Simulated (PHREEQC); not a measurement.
A solution holds 0.0012 mol/kgw HF, 0.00075 mol/kgw NH4HF2 and 0.00038 mol/kgw H4SiO4, at 25 °C. It is in equilibrium with CO2 at log p = -1 (atm). Otherwise closed; pH follows from the charge balance.

The numbers come from PHREEQC with the ion-association model, phreeqc.dat.

Each row changes one thing in this solution. No solid was allowed to form.

```tsv
case	pH	ionic strength (mol/kgw)	F- (mol/kgw)	HF (mol/kgw)	H4SiO4 (mol/kgw)	HF2- (mol/kgw)	SI of Chalcedony (SiO2)
as made	3.24	0.00145	0.00115	0.000952	0.000281	4.19e-6	+0.00
NH4HF2 from 0.00075 to 0.000375 mol/kgw	3.22	0.00104	0.000918	0.000799	0.000342	2.82e-6	+0.09
diluted 10-fold with water	3.82	0.000230	0.000220	4.96e-5	3.80e-5	…	-0.87
HF replaced by KF at the same molality	3.79	0.00215	…	0.000479	0.000354	3.78e-6	+0.10
diluted 100-fold with water	4.31	…	2.52e-5	1.82e-6	3.80e-6	…	-1.87
HF from 0.0012 to 0.00108 mol/kgw	3.26	0.00141	0.00115	0.000910	0.000294	4.00e-6	+0.02
NH4HF2 replaced by Na2SiF6 at the same molality	3.13	0.00283	0.00116	0.00121	0.000576	5.38e-6	+0.31
HF from 0.0012 to 0.00024 mol/kgw	3.44	0.00114	0.00109	…	0.000366	2.35e-6	+0.11
H4SiO4 from 0.00038 to 0.00076 mol/kgw	3.25	0.00146	0.00107	0.000858	0.000632	3.52e-6	+0.35
```

Some entries are withheld; supply them.


- diluted 10-fold with water, HF2- (mol/kgw): 4.19e-8
- HF replaced by KF at the same molality, F- (mol/kgw): 0.00206
- diluted 100-fold with water, ionic strength (mol/kgw): 5.65e-5
- diluted 100-fold with water, HF2- (mol/kgw): 1.76e-10
- HF from 0.0012 to 0.00024 mol/kgw, HF (mol/kgw): 0.000563

Complexes and solids missing from the database can't appear. Some of these states are supersaturated (in Quartz (slow to form), Chalcedony (slow to form), for instance). SiF6-2 is the database's only silicon fluoride.
